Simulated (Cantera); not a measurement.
## Ignition delay

Mixture: 43.1 % H2, 12.0 % O2, 44.9 % N2, equivalence ratio 1.8, at 22.0 bar, adiabatic and at constant pressure. Ignition delay is the time to a rise of 400 K.

Model: GRI-Mech 3.0 (53 species, 325 reactions), integrated in Cantera. The hydrogen kinetics of GRI-Mech 3.0 are dated; newer H2 mechanisms differ, most at raised pressure. The pressure lies above the range GRI-Mech 3.0 was tuned for (to about 10 atm). Below about 950 K walls govern HO2 and H2O2 in real vessels.

```csv
T0 (K),delay (ms)
900,51.9
975,7.94
1050,1.58
1125,0.373
1200,0.0954
1275,0.0238
1350,0.00520
1425,0.00163
1500,0.000897
```
